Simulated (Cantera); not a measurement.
# Premixed flame

A freely propagating, adiabatic, planar premixed flame of 16.3 % CH₄, 23.3 % O₂, 60.4 % N₂, equivalence ratio 1.4, unburnt at 673 K and 10.0 bar; multicomponent+Soret transport, grid criteria slope 0.08 and curve 0.16, no radiation.

Model: GRI-Mech 3.0 (53 species, 325 reactions), integrated in Cantera. Burning velocities carry a grid error of a few per cent, more on coarse grids.

| z (mm) | T (K) | u (m/s) | x CH₄ | x O₂ | x CH₂ | x NO | x CO₂ | x C₂H₂ |
|---|---|---|---|---|---|---|---|---|
| -0.147 | 674 | 0.925 | 0.162 | 0.232 | <1e-8 | <1e-8 | 1.57e-6 | 1.75e-7 |
| -0.0979 | 680 | 0.936 | 0.161 | 0.231 | <1e-8 | 3.28e-8 | 1.43e-5 | 1.52e-6 |
| -0.0734 | 702 | 0.971 | 0.157 | 0.229 | <1e-8 | 1.58e-7 | 8.57e-5 | 8.63e-6 |
| -0.0489 | 824 | 1.15 | 0.144 | 0.218 | <1e-8 | 1.19e-6 | 0.000781 | 7.39e-5 |
| -0.0245 | 1345 | 1.93 | 0.0984 | 0.162 | 1.23e-7 | 1.03e-5 | 0.00659 | 0.000614 |
| -0.0122 | 1796 | 2.64 | 0.0556 | 0.105 | 8.18e-6 | 2.30e-5 | 0.0146 | 0.00149 |
| 0 | 2199 | 3.29 | 0.0178 | 0.0464 | 9.69e-5 | 4.39e-5 | 0.0256 | 0.00273 |
| 0.0122 | 2405 | 3.62 | 0.00376 | 0.0153 | 0.000122 | 7.79e-5 | 0.0353 | 0.00203 |
| 0.0245 | 2478 | 3.73 | 0.000886 | 0.00477 | 5.56e-5 | 0.000117 | 0.0417 | 0.000863 |
| 0.0489 | 2517 | 3.79 | 9.12e-5 | 0.000653 | 6.88e-6 | 0.000173 | 0.0474 | 0.000130 |
| 0.0979 | 2537 | 3.81 | 3.84e-6 | 0.000140 | 2.33e-7 | 0.000218 | 0.0494 | 6.44e-6 |
| 0.196 | 2549 | 3.83 | 5.60e-8 | 8.17e-5 | <1e-8 | 0.000240 | 0.0495 | 9.83e-8 |
| 0.391 | 2554 | 3.83 | <1e-8 | 6.42e-5 | <1e-8 | 0.000250 | 0.0495 | <1e-8 |
x: mole fraction of selected species; z is measured from the peak of heat release.

```
Property                      Value
------------------------  ---------
laminar burning velocity  92.1 cm/s
thermal thickness         0.0489 mm
peak x(CH₂)                0.000135
peak x(C₂H₂)                0.00277
grid points                     139
```
